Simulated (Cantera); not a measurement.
Input: 1 mol Si3N4, 930 mol H2, 33 mol N2, held at 0.110 bar.

Equilibrium computed with Cantera from the NASA thermochemical tables; the gas is ideal and each condensed phase is pure. Candidate condensed phases: Si, Si3N4; 18 gas species. Gases not in the tables: Si2H6 and higher silanes. Equilibrium is a limit: real reactors are often held back by kinetics, nucleation or transport.

### Question
Which condensed phases are stable at each of these points (T (K)): 775, 875, 975, 1075, 1175, 1275, 1375, 1475, 1575, 1675, 1775, 1875, 1975?

### Answer
| T (K) | condensed phases | Si condensed (%) |
|---|---|---|
| 775 | Si3N4(s) | 100.0 |
| 875 | Si3N4(s) | 100.0 |
| 975 | Si3N4(s) | 100.0 |
| 1075 | Si3N4(s) | 100.0 |
| 1175 | Si3N4(s) | 100.0 |
| 1275 | Si3N4(s) | 100.0 |
| 1375 | Si3N4(s) | 100.0 |
| 1475 | Si3N4(s) | 100.0 |
| 1575 | Si3N4(s) | 100.0 |
| 1675 | Si3N4(s) | 99.8 |
| 1775 | Si(l) | 98.2 |
| 1875 | Si(l) | 94.7 |
| 1975 | Si(l) | 84.6 |

From 775 K to 1675 K the condensed part is Si3N4(s). From 1775 K to 1975 K the condensed part is Si(l).
